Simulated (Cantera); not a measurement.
Thermodynamics of abatement and gas-phase synthesis, feed S + SO2 + N2 + O2

Charge: 1 mol S, 0.063 mol SO2, 21 mol N2, a varied amount of O2, equilibrated at 2223 K and 1000 Pa.

Equilibrium computed with Cantera from the NASA thermochemical tables; the gas is ideal and each condensed phase is pure. Candidate condensed phases: S; 17 gas species. Rates play no part.

```tsv
n(O2) (mol)	x N2	x O2	x SO2	x SO	x S	x S2
0.24	0.959	1.39e-5	0.00615	0.0151	0.0108	0.00825
0.3	0.958	1.99e-5	0.00809	0.0166	0.00987	0.00694
0.37	0.957	2.91e-5	0.0106	0.0179	0.00882	0.00554
0.47	0.955	4.82e-5	0.0144	0.0190	0.00727	0.00377
0.58	0.953	8.47e-5	0.0192	0.0191	0.00551	0.00217
0.73	0.951	0.000211	0.0268	0.0169	0.00309	0.000678
0.91	0.949	0.00105	0.0367	0.0104	0.000849	5.14e-5
1.1	0.943	0.00513	0.0422	0.00538	0.000199	2.83e-6
1.4	0.930	0.0155	0.0439	0.00322	6.86e-5	3.36e-7
1.8	0.912	0.0306	0.0440	0.00230	3.49e-5	8.68e-8
2.2	0.896	0.0457	0.0436	0.00187	2.32e-5	3.83e-8
```
x: gas mole fraction; nothing condenses.

From 0.24 mol O2 to 2.2 mol O2 nothing is condensed.
